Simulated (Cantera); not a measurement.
A perfectly stirred reactor is fed with CH₄ : C₂H₆ : C₃H₈ : O₂ : N₂ = 1 : 0.036 : 0.87 : 9.2 : 120 (molar parts), at 210 Torr; it is adiabatic with a 775 K inlet, and is followed from long to short residence time, starting on the burning branch (τ in s: 0.02, 0.012, 0.007, 0.0042, 0.0025, 0.0015, 0.00086, 0.00051, 0.0003, 0.00018, 0.00011, 6.3e-05, 3.7e-05).

Model: GRI-Mech 3.0 (53 species, 325 reactions), integrated in Cantera. GRI-Mech 3.0 was tuned for natural gas; its chemistry of propane as a main component is partial and can be far from experiment.

Problem. Predict: blow-out, bracketed by the residence times tried; x(CH₄) at τ = 20.0 ms; x(C₂H₆) at τ = 20.0 ms; x(C₃H₈) at τ = 20.0 ms; x(H₂O) at τ = 20.0 ms; x(O₂) at τ = 20.0 ms; x(CH₄) at τ = 0.860 ms; x(C₂H₆) at τ = 0.860 ms; x(C₃H₈) at τ = 0.860 ms; x(O₂) at τ = 0.860 ms.

Solution. 
```json
{
  "blow_out_bracketed_by_the_residence_times_tried": "burning at 4.20 ms, out at 2.50 ms",
  "x(CH₄) at τ = 20.0 ms": "4.15e-5",
  "x(C₂H₆) at τ = 20.0 ms": "3.26e-7",
  "x(C₃H₈) at τ = 20.0 ms": "6.86e-6",
  "x(H₂O) at τ = 20.0 ms": "0.0405",
  "x(O₂) at τ = 20.0 ms": "0.0224",
  "x(CH₄) at τ = 0.860 ms": "0.00763",
  "x(C₂H₆) at τ = 0.860 ms": "0.000275",
  "x(C₃H₈) at τ = 0.860 ms": "0.00664",
  "x(O₂) at τ = 0.860 ms": "0.0702"
}
```
